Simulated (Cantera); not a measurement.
Cantera run:

```python
import numpy as np
import cantera as ct

gas_names = """
    AL ALBr ALBr3 ALN ALO ALO2 AL2 AL2Br6 AL2O AL2O2 Br Br2 N NO NO2 NO3 N2 N2O O O2 O3
""".split()
cond_names = """
    AL(cr) AL(L) ALBr3(s) ALBr3(L) ALN(s) AL2O3(a) AL2O3(L) Br2(cr) Br2(L)
""".split()


# ... load() reads the species with a 1 bar reference pressure and builds the phases ...
atoms = {
    'AlBr3': {'AL': 1, 'Br': 3},
    'N2O': {'N': 2, 'O': 1},
    'N2': {'N': 2},
}
top_T = {'ALN(s)': 2750}  # K; cautious upper limits of use, not melting points


# ... equilibrate(T, P, feed) seeds the gas with the atoms and calls Mixture.equilibrate('TP', solver="vcs", rtol=1e-11, max_steps=5000) ...
results = []
feed = {'AlBr3': 1, 'N2O': 17, 'N2': 10}  # mol
T = 1050  # K
P = 5300  # Pa
mix = equilibrate(T, P, feed)
results.append((T, P, feed, dict(zip(mix.species_names, mix.species_moles))))
x = sorted(zip(gas.X, gas.species_names), reverse=True)
print(f"T = {T:g} K  P = {P:g} Pa  gas = {mix.phase_moles(0):.4g} mol")
print("   x: " + "  ".join(f"{s} {v:.3e}" for v, s in x if v > 0.001))
print("   condensed (mol): " + ("  ".join(f"{mix.phase(i).name} {mix.phase_moles(i):.4g}"
      for i in range(1, mix.n_phases) if mix.phase_moles(i) > 1e-12) or "none"))
```

It prints:

```
T = 1050 K  P = 5300 Pa  gas = 36.4 mol
   x: N2 7.417e-01  O2 2.129e-01  Br2 3.700e-02  Br 8.402e-03
   condensed (mol): AL2O3(a) 0.5
```

Equilibrium computed with Cantera from the NASA thermochemical tables; the gas is ideal and each condensed phase is pure.
